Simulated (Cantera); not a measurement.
Feed: 1 mol SiH4, 4.3 mol N2, 18 mol H2, equilibrated at 1700 K and 1.00 bar.

Method: chemical equilibrium by Gibbs-energy minimisation in Cantera with the NASA 1993 tables (ideal gas, pure condensed phases). Candidate condensed phases: Si, Si3N4; 18 gas species. The numbers say what is thermodynamically allowed, not how fast it happens.

Base state: H2 0.846, N2 0.154, H 0.000136, NH3 1.11e-5 (mole fractions); condensed: Si3N4(s).

### Question
What changes in the equilibrium state with this change: 1.3 mol CO2 added?

### Answer
| species | before | after |
|---|---|---|
| H2 | 0.846 | 0.787 |
| N2 | 0.154 | 0.160 |
| CO | 0 | 0.0511 |
| SiO | 0 | 0.000456 |
| H2O | 0 | 0.000477 |
| HCN | 0 | 5.30e-5 |
| CH4 | 0 | 2.77e-5 |
| NH3 | 1.11e-5 | 1.02e-5 |
| H | 0.000136 | 0.000131 |
| Si3N4(s), mol | 0.333 | 0 |
| SiO2(condensed), mol | 0 | 0.523 |
| Si2N2O(s), mol | 0 | 0.233 |
Mutual solubility and eutectic melting of coexisting phases are not modelled. The tables hold silica as quartz up to 1696 K and as liquid above; real silica turns to tridymite and cristobalite and melts near 1996 K. Further candidate phases: C, C6H6, C7H8, C8H18, H2O, SiC, SiO2, Si2N2O.
